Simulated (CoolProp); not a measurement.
Properties of hydrogen sulfide along the isotherm 206.9 K (Tc = 373.1 K, pc = 8.999 MPa, ω = 0.101).

Model: reference Helmholtz-energy equation of state, Lemmon 2006, in CoolProp. It is a short technical equation, of lower accuracy than the large ones.

```csv
p (MPa),phase,density (kg/m³),cv (kJ/(kg K)),Joule-Thomson coefficient (K/MPa),viscosity (µPa s)
4.09,liquid,963.1,(withheld),-0.3310,330
8.18,liquid,966.6,1.247,(withheld),333
12.3,liquid,(withheld),1.249,-0.3396,337
16.4,liquid,(withheld),1.251,-0.3434,340
20.5,liquid,976.6,(withheld),-0.3470,(withheld)
24.5,liquid,(withheld),1.255,-0.3502,348
```

What belongs in the gaps?


- 4.09, cv (kJ/(kg K)): 1.245
- 8.18, Joule-Thomson coefficient (K/MPa): -0.3355
- 12.3, density (kg/m³): 970.1
- 16.4, density (kg/m³): 973.4
- 20.5, cv (kJ/(kg K)): 1.253
- 20.5, viscosity (µPa s): 344
- 24.5, density (kg/m³): 979.6

Viscosity comes from a separate model (Quiñones-Cisneros 2012).
